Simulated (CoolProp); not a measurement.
Acetone along the isotherm 276.85 °C: fugacity coefficient from the reference equation and from simpler models built on Tc = 235.0 °C, pc = 4.692 MPa, ω = 0.307; each cubic takes its own stable root.

Model: reference Helmholtz-energy equation of state, Lemmon 2006, in CoolProp. It is a short technical equation, of lower accuracy than the large ones.

```
p (MPa)  phase  reference  van der Waals  Redlich-Kwong  Soave-Redlich-Kwong  Peng-Robinson
-------  -----  ---------  -------------  -------------  -------------------  -------------
0.18       gas     0.9886         0.9906         0.9896               0.9902         0.9888
0.361      gas     0.9772         0.9812         0.9793               0.9803         0.9776
0.541      gas     0.9659         0.9719         0.9690               0.9705         0.9666
0.722      gas     0.9547         0.9625         0.9588               0.9608         0.9556
0.902      gas     0.9436         0.9532         0.9486               0.9511         0.9448
1.08       gas     0.9327         0.9440         0.9386               0.9416         0.9341
1.26       gas     0.9218         0.9348         0.9285               0.9320         0.9234
1.44       gas     0.9110         0.9255         0.9185               0.9225         0.9128
1.62       gas     0.9002         0.9162         0.9085               0.9130         0.9022
1.8        gas     0.8896         0.9070         0.8986               0.9036         0.8917
1.99       gas     0.8784         0.8972         0.8881               0.8937         0.8808
2.17       gas     0.8679         0.8880         0.8783               0.8843         0.8704
2.35       gas     0.8574         0.8788         0.8684               0.8750         0.8602
```
